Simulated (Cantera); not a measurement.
A closed system holds: 1 mol SiCl4, 1.9 mol O3, 36 mol N2, equilibrated at 1075 °C and 0.100 bar.

Cantera equilibrium calculation (NASA polynomials, part measured and part estimated; ideal gas, pure solids and liquids). Candidate condensed phases: Si, SiO2, Si2N2O, Si3N4; 23 gas species. The tables hold silica as quartz up to 1696 K and as liquid above; real silica turns to tridymite and cristobalite and melts near 1996 K. Equilibrium is a limit: real reactors are often held back by kinetics, nucleation or transport.

Base state: N2 0.898, O2 0.0460, Cl2 0.0437, Cl 0.0124, NO 0.000267, ClO 2.56e-5 (mole fractions); condensed: SiO2(β-quartz).

What changes in the equilibrium state with this change: temperature from 1075 °C to 627 °C?


```
species                before    after
-------------------  --------  -------
N2                      0.898    0.903
Cl2                    0.0437   0.0502
O2                     0.0460   0.0464
Cl                     0.0124  5.24e-5
ClO                   2.56e-5  2.99e-7
NO                   0.000267  4.64e-6
SiO2(β-quartz), mol      1.00     1.00
```

What changes in the equilibrium state with this change: temperature from 1075 °C to 1325 °C?


| species | before | after |
|---|---|---|
| N2 | 0.898 | 0.879 |
| Cl | 0.0124 | 0.0519 |
| O2 | 0.0460 | 0.0447 |
| Cl2 | 0.0437 | 0.0229 |
| NO | 0.000267 | 0.000935 |
| ClO | 2.56e-5 | 7.59e-5 |
| SiO2(β-quartz), mol | 1.00 | 1.000 |

What changes in the equilibrium state with this change: temperature from 1075 °C to 1150 °C?


```csv
species,before,after
N2,0.898,0.894
O2,0.0460,0.0457
Cl2,0.0437,0.0391
Cl,0.0124,0.0212
NO,0.000267,0.000409
ClO,2.56e-5,3.90e-5
"SiO2(β-quartz), mol",1.00,1.00
```
